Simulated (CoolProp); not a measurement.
Saturated liquid density (kg/m³) of dodecamethylcyclohexasiloxane (D6): the reference equation beside estimates from Tc = 645.8 K, pc = 961.4 kPa, ω = 0.736. Rackett uses Z = 0.29056 − 0.08775 ω.

Computed with CoolProp (reference Helmholtz-energy equation of state, Colonna 2008). It is a short technical equation, of lower accuracy than the large ones.

```json
[
 {"T (K)": "494.3", "reference": "738.4", "Rackett": "942.0", "Soave-Redlich-Kwong": "685.4"},
 {"T (K)": "509.3", "reference": "717.6", "Rackett": "915.2", "Soave-Redlich-Kwong": "666.1"},
 {"T (K)": "524.3", "reference": "695.8", "Rackett": "887.1", "Soave-Redlich-Kwong": "644.8"},
 {"T (K)": "539.2", "reference": "672.7", "Rackett": "857.6", "Soave-Redlich-Kwong": "621.6"},
 {"T (K)": "554.2", "reference": "647.8", "Rackett": "825.8", "Soave-Redlich-Kwong": "595.6"},
 {"T (K)": "569.2", "reference": "620.5", "Rackett": "791.5", "Soave-Redlich-Kwong": "566.4"},
 {"T (K)": "584.2", "reference": "590.0", "Rackett": "753.8", "Soave-Redlich-Kwong": "533.2"},
 {"T (K)": "599.2", "reference": "555.1", "Rackett": "711.1", "Soave-Redlich-Kwong": "494.7"},
 {"T (K)": "614.2", "reference": "513.6", "Rackett": "660.5", "Soave-Redlich-Kwong": "448.3"}
]
```

Absolute difference from the reference over all 9 rows, mean and median: Rackett 27.7 and 27.6 %, Soave-Redlich-Kwong 8.8 and 8.1 %.
